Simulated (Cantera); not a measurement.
Input: 1 mol SiO₂, 21 mol H₂, 16 mol N₂, equilibrated at 2198 K and 10000 Pa.

Cantera equilibrium calculation (NASA polynomials, part measured and part estimated; ideal gas, pure solids and liquids). Kinetics and transport are ignored.

```json
[
 {"species": "H₂", "before": "0.517", "after": "0.500"},
 {"species": "N₂", "before": "0.418", "after": "0.414"},
 {"species": "H", "before": "0.0127", "after": "0.0341"},
 {"species": "H₂O", "before": "0.0260", "after": "0.0256"},
 {"species": "SiO", "before": "0.0261", "after": "0.0259"},
 {"species": "O", "before": "1.52e-6", "after": "1.15e-5"},
 {"species": "OH", "before": "8.88e-5", "after": "0.000243"}
]
```
Gas species are given as mole fractions.

Question: Name the change that produced these shifts.
A. H₂ from 21 to 1.6 mol
B. temperature from 2198 K to 1823.15 K
C. pressure from 10000 Pa to 1330 Pa
D. temperature from 2198 K to 1450 K

Answer: C, pressure from 10000 Pa to 1330 Pa
